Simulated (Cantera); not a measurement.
An adiabatic, constant-volume homogeneous reactor starts with CH₄ : O₂ : N₂ = 1 : 1.05 : 3.96 (molar parts), equivalence ratio 1.9, at 1050 K and 0.770 bar. Integrator tolerance rtol = 1e-08.

Cantera simulation using GRI-Mech 3.0 (53 species, 325 reactions); the numbers are that mechanism's predictions, not measurements.

Problem. What does this change do: initial temperature 1050 to 1575 K?

Solution. 
```tsv
quantity	before	after
time of steepest temperature rise	0.828 s	0.840 ms
temperature at 1.00 s	2505 K	2805 K
equilibrium temperature	2505 K	2805 K
x(CH₄) at 1.00 s	3.96e-11 (gas-phase equilibrium 4.46e-11)	6.86e-12 (gas-phase equilibrium 7.78e-12)
x(O₂) at 1.00 s	1.56e-5 (gas-phase equilibrium 1.56e-5)	0.000274 (gas-phase equilibrium 0.000274)
x(NO) at 1.00 s	0.000170 (gas-phase equilibrium 0.000170)	0.00113 (gas-phase equilibrium 0.00113)
x(H₂) at 1.00 s	0.145 (gas-phase equilibrium 0.145)	0.137 (gas-phase equilibrium 0.137)
x(CO) at 1.00 s	0.124 (gas-phase equilibrium 0.124)	0.124 (gas-phase equilibrium 0.124)
x(CH₂O) at 1.00 s	1.54e-8 (gas-phase equilibrium 1.54e-8)	1.11e-8 (gas-phase equilibrium 1.11e-8)
x(CO₂) at 1.00 s	0.0189 (gas-phase equilibrium 0.0189)	0.0168 (gas-phase equilibrium 0.0168)
```
